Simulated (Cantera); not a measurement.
# Diamond growth

A diamond (100) surface in a fixed gas of H2 with x(CH4) = 0.0066, x(H) = 0.00078, x(CH3) = 7.6e-05, at 1075 K; coverages are run to steady state.

Model: the Harris–Goodwin 1993 mechanism for the reconstructed diamond (100) surface, integrated in Cantera.

| P (Pa) | growth (µm/h) | θ c6HH | θ c6H* | θ c6*H | θ c6** | θ c6HM |
|---|---|---|---|---|---|---|
| 560 | 0.0296 | 0.540 | 0.0248 | 0.417 | 0.0130 | 0.00270 |
| 1100 | 0.0911 | 0.539 | 0.0247 | 0.416 | 0.0130 | 0.00494 |
| 2000 | 0.249 | 0.536 | 0.0246 | 0.414 | 0.0129 | 0.00804 |
| 3700 | 0.678 | 0.533 | 0.0244 | 0.411 | 0.0129 | 0.0124 |
| 6900 | 1.75 | 0.529 | 0.0242 | 0.408 | 0.0127 | 0.0177 |
| 13000 | 4.21 | 0.525 | 0.0241 | 0.404 | 0.0126 | 0.0229 |
| 24000 | 9.13 | 0.522 | 0.0239 | 0.402 | 0.0126 | 0.0271 |
| 46000 | 19.4 | 0.519 | 0.0238 | 0.400 | 0.0125 | 0.0303 |
θ: site fractions in the mechanism's names (c6HH fully hydrogenated, c6H* and c6*H radical sites, c6** diradical, c6HM methylated).
